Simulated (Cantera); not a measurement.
A closed system holds: 1 mol SiH2Cl2, 4.8 mol N2, 41 mol H2, equilibrated at 0.0620 bar.

These are equilibrium values from Cantera (NASA tables, ideal gas, pure condensed phases), not measurements of a reactor. Candidate condensed phases: NH4Cl, Si, Si3N4; 28 gas species. N2 is the only nitrogen source here; it is nearly inert below about 1500 K, so the nitride shown seldom forms there in practice. The numbers say what is thermodynamically allowed, not how fast it happens.

Over these rows the condensed part is Si3N4(s). Partial pressures as log10 of bar:

```json
[
 {"T (K)": "1098", "1000/T (1/K)": "0.9107", "log p SiCl2": "-8.11", "log p H2": "-1.27", "log p N2": "-2.26", "log p HCl": "-2.58"},
 {"T (K)": "1173", "1000/T (1/K)": "0.8525", "log p SiCl2": "-7.30", "log p H2": "-1.27", "log p N2": "-2.26", "log p HCl": "-2.58"},
 {"T (K)": "1248", "1000/T (1/K)": "0.8013", "log p SiCl2": "-6.60", "log p H2": "-1.27", "log p N2": "-2.26", "log p HCl": "-2.58"},
 {"T (K)": "1323", "1000/T (1/K)": "0.7559", "log p SiCl2": "-5.98", "log p H2": "-1.27", "log p N2": "-2.26", "log p HCl": "-2.58"},
 {"T (K)": "1398", "1000/T (1/K)": "0.7153", "log p SiCl2": "-5.42", "log p H2": "-1.27", "log p N2": "-2.26", "log p HCl": "-2.58"},
 {"T (K)": "1473", "1000/T (1/K)": "0.6789", "log p SiCl2": "?", "log p H2": "-1.27", "log p N2": "-2.26", "log p HCl": "-2.58"}
]
```

Fit log p(SiCl2) = a + b·(1000/T) to the five rows, give the apparent enthalpy, and predict the row at 1473 K.

Means: 1000/T = 0.8071, log p = -6.682. Sxy = -0.328268, Sxx = 0.0238764, so b = -13.75 and a = -6.682 − (-13.75)×0.8071 = 4.42.
Apparent enthalpy: −19.145 × (-13.75) = 263 kJ/mol. With the condensed phases at unit activity, 1/3 Si3N4(s) + 2 HCl(g) = SiCl2(g) + H2(g) + 2/3 N2(g) links this pressure to the main gases: over the six rows their terms move log p by +0.00 in all, so the slope is close to that reaction's ΔH°. The five rows lie within 0.01 of the line.
Prediction at 1473 K: 4.42 + (-13.75)×0.6789 = -4.91. The computed value is -4.93, 0.02 from the line.
